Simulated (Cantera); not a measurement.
A Cantera script and what it prints.

```python
import numpy as np
import cantera as ct

gas_names = """
    C CN CO CO2 C2 CCN CNC C2N2 C2O C3 C3O2 C4 C4N2 C5 N NCO NO NO2 NO3 N2 N2O O O2 O3 Si SiC SiC2 SiN
    SiO SiO2 Si2 Si2C Si2N Si3
""".split()
cond_names = """
    C(gr) Si(cr) Si(L) SiC(b) SiO2(Lqz) SiO2(hqz) SiO2(L) Si2N2O(s) Si3N4(a)
""".split()


# ... load() reads the species with a 1 bar reference pressure and builds the phases ...
atoms = {
    'Si': {'Si': 1},
    'CO': {'C': 1, 'O': 1},
    'N2': {'N': 2},
}
top_T = {'C(gr)': 4500, 'SiC(b)': 3050, 'Si2N2O(s)': 2100, 'Si3N4(a)': 2400}  # K; cautious upper limits of use, not melting points


# ... equilibrate(T, P, feed) seeds the gas with the atoms and calls Mixture.equilibrate('TP', solver="vcs", rtol=1e-11, max_steps=5000) ...
results = []
feed = {'Si': 1, 'CO': 7.5, 'N2': 2.1}  # mol
P = 13332.2  # Pa
for T in [698, 798, 898, 998, 1098, 1198, 1298, 1398, 1498]:
    mix = equilibrate(T, P, feed)
    results.append((T, P, feed, dict(zip(mix.species_names, mix.species_moles))))

top = {s: max(r[3][s] / sum(r[3][g] for g in gas_names) for r in results) for s in gas_names}
cols = sorted((s for s in top if top[s] > 1e-05), key=lambda s: -top[s])[:8]
seen = [c for c in cond_names if any(r[3].get(c, 0) > 1e-12 for r in results)]
print("log10 of partial pressures in bar; condensed amounts in mol")
print(f"{'T/K':>10s}" + "".join(f"{s[:9]:>10s}" for s in cols + seen))
for T, P, feed, n in results:
    ng = sum(n[g] for g in gas_names)
    print(f"{T:10.4g}" + "".join(f"{np.log10(max(n[s] / ng * P / 1e5, 1e-99)):10.3f}" for s in cols)
          + "".join(f"{n.get(c, 0):10.4g}" for c in seen))
```

It prints:

```
log10 of partial pressures in bar; condensed amounts in mol
       T/K        CO       CO2        N2       SiO     C(gr) SiO2(Lqz) SiO2(hqz) Si2N2O(s)
       698    -2.391    -1.140    -1.245   -31.143     4.675         1         0         0
       798    -1.632    -1.242    -1.278   -25.389     4.285         1         0         0
       898    -1.188    -1.606    -1.360   -20.792      3.19         0         1         0
       998    -1.044    -2.317    -1.418   -16.920     2.265         0         1         0
      1098    -1.020    -3.080    -1.431   -13.669     2.047         0         1         0
      1198    -1.017    -3.744    -1.433   -10.954      2.01         0         1         0
      1298    -1.016    -4.308    -1.434    -8.663     2.003         0         1         0
      1398    -1.016    -4.788    -1.434    -6.706     2.001         0         1         0
      1498    -0.965    -5.099    -1.605    -5.177    0.5007         0         0    0.4998
```

These are equilibrium values from Cantera (NASA tables, ideal gas, pure condensed phases), not measurements of a reactor. N2 is the only nitrogen source here; it is nearly inert below about 1500 K, so the nitride shown seldom forms there in practice. The tables hold silica as quartz up to 1696 K and as liquid above; real silica turns to tridymite and cristobalite and melts near 1996 K.
